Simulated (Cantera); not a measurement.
## Pyrogenic steam for wet oxidation

An isothermal, constant-pressure homogeneous reactor starts with H2 : O2 : N2 = 1.7 : 1 : 11 (molar parts), equivalence ratio 0.85, at 1025 K and 0.510 bar.

Detailed kinetics in Cantera: the H2/O2 subset of GRI-Mech 3.0, which has no nitrogen chemistry. The temperature is held fixed by assumption; the heat of reaction is taken as removed at once.

| t (s) | x H2 | x O2 | x O | x H2O2 | x H2O | x H | x OH |
|---|---|---|---|---|---|---|---|
| 6.00e-6 | 0.124 | 0.0730 | 2.13e-12 | <1e-12 | 2.72e-12 | 3.84e-11 | 1.07e-12 |
| 4.80e-5 | 0.124 | 0.0730 | 6.59e-11 | <1e-12 | 4.52e-10 | 5.62e-10 | 2.42e-11 |
| 0.000383 | 0.124 | 0.0730 | 1.98e-6 | 2.00e-8 | 2.61e-5 | 1.61e-5 | 7.81e-7 |
| 0.00306 | 0.00111 | 0.0122 | 3.09e-5 | 1.13e-6 | 0.131 | 5.60e-5 | 6.98e-5 |
| 0.0245 | 0.000122 | 0.0117 | 6.26e-7 | 2.82e-7 | 0.132 | 4.89e-7 | 5.94e-6 |
| 0.196 | 2.11e-5 | 0.0117 | 1.54e-8 | 1.71e-8 | 0.132 | 1.06e-8 | 7.12e-7 |
| 1.57 | 1.37e-6 | 0.0117 | 4.60e-10 | 3.07e-10 | 0.132 | 2.22e-10 | 2.20e-7 |
| 12.5 | 3.81e-10 | 0.0117 | 9.03e-11 | 7.00e-11 | 0.132 | <1e-12 | 1.65e-7 |
| 100 | 3.13e-10 | 0.0117 | 5.15e-11 | 4.02e-11 | 0.132 | <1e-12 | 1.24e-7 |
x: mole fraction; the columns are a selection and need not sum to one.

Equilibrium at this temperature and pressure: H2 3.12e-10, O2 0.0117, O 5.03e-11, H2O2 3.93e-11, H2O 0.132, H <1e-12, OH 1.23e-7 (gas phase only).
